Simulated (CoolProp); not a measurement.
Vapour-liquid equilibrium of dimethyl ether (1) + isobutane (2) at -62.85 °C; x and y are mole fractions of (1).

Computed with CoolProp (multi-fluid Helmholtz-energy mixture model, Wu 2011 and Bücker 2006; pair parameters Bell 2016).

```
x     bubble pressure, mixture model (MPa)  bubble pressure, Raoult's law (MPa)  y, mixture model  y, Raoult's law
----  ------------------------------------  -----------------------------------  ----------------  ---------------
0.05                              0.008777                             0.008021             0.161            0.085
0.15                               0.01041                             0.008604             0.357            0.236
0.25                               0.01158                             0.009187             0.473            0.369
0.35                               0.01241                             0.009770             0.553            0.486
0.45                               0.01301                              0.01035                 …            0.589
0.55                               0.01345                              0.01094             0.668            0.682
0.65                               0.01376                              0.01152             0.719            0.765
0.75                               0.01394                              0.01210                 …            0.840
0.85                               0.01398                              0.01269             0.843            0.909
0.95                               0.01379                              0.01327                 …            0.971
```

Question: Complete the blanks.

Answer: 
- 0.45, y, mixture model: 0.614
- 0.75, y, mixture model: 0.775
- 0.95, y, mixture model: 0.937

The largest gap from Raoult's law is +27.0 % in bubble pressure, at x = 0.35. y crosses x between x = 0.75 and 0.85: the model has an azeotrope there.

Pair parameters are fitted to limited data, so mixtures are less certain than the pure fluids.
